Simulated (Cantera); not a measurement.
Charge: 1 mol (CH3)2SiCl2, 0.45 mol HCl, 44 mol H2, at 1.00 bar.

Equilibrium computed with Cantera from the NASA thermochemical tables; the gas is ideal and each condensed phase is pure. Candidate condensed phases: C, C6H6, C7H8, C8H18, Si, SiC; 109 gas species. The feed counts by its element totals alone. Gases not in the tables: Si2H6 and higher silanes. Rates play no part.

x: gas mole fraction; n: condensed amount in mol.

```tsv
T (°C)	x H2	x HCl	x H	x C2H2 (acetylene)	n C(graphite)	n SiC(s)
1377	0.948	0.0504	8.85e-5	?	0.944	0.994
1427	0.948	0.0503	0.000143	?	0.952	0.993
1477	0.948	0.0502	0.000226	?	0.958	0.991
1527	0.948	0.0502	0.000349	?	0.960	0.990
1577	0.948	0.0501	0.000525	?	0.958	0.988
1627	0.948	0.0500	0.000773	?	0.953	0.987
1677	0.948	0.0499	0.00112	?	0.943	0.985
1727	0.947	0.0498	0.00158	?	0.927	0.982
1777	0.946	0.0496	0.00221	?	0.905	0.980
1827	0.945	0.0495	0.00303	?	0.875	0.977
```

Task: Complete the blanks.

Result: 
- 1377, x C2H2 (acetylene): 4.33e-5
- 1427, x C2H2 (acetylene): 6.96e-5
- 1477, x C2H2 (acetylene): 0.000109
- 1527, x C2H2 (acetylene): 0.000166
- 1577, x C2H2 (acetylene): 0.000248
- 1627, x C2H2 (acetylene): 0.000362
- 1677, x C2H2 (acetylene): 0.000518
- 1727, x C2H2 (acetylene): 0.000728
- 1777, x C2H2 (acetylene): 0.00100
- 1827, x C2H2 (acetylene): 0.00137
